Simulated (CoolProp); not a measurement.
R227EA at 298.15 K and 0.753 MPa flows at 15 m/s in a round tube of 25 mm bore and 45 µm roughness, fully developed (64/Re and Nu = 3.66 if laminar; Colebrook and Gnielinski if turbulent). Each further row changes one setting.

Computed with CoolProp (reference Helmholtz-energy equation of state, Lemmon 2016).

```csv
case,Reynolds number,Darcy friction factor,pressure drop (Pa/m),heat-transfer coefficient (W/(m² K)),mass flow (kg/h)
as stated,2160000,0.0229,143000,31300,[?]
velocity 30 m/s,4320000,0.0228,[?],62600,73700
diameter 50 mm,4320000,[?],60100,[?],[?]
```

**Question.** Complete the blanks.

**Answer.** 
- as stated, mass flow (kg/h): 36800
- velocity 30 m/s, pressure drop (Pa/m): 571000
- diameter 50 mm, Darcy friction factor: 0.0192
- diameter 50 mm, heat-transfer coefficient (W/(m² K)): 27600
- diameter 50 mm, mass flow (kg/h): 147000

Viscosity comes from a separate model (Huber 2003), an estimate that may be off by 10 % or more. Thermal conductivity comes from a separate model (Huber 2003), an estimate that may be off by 10 % or more.
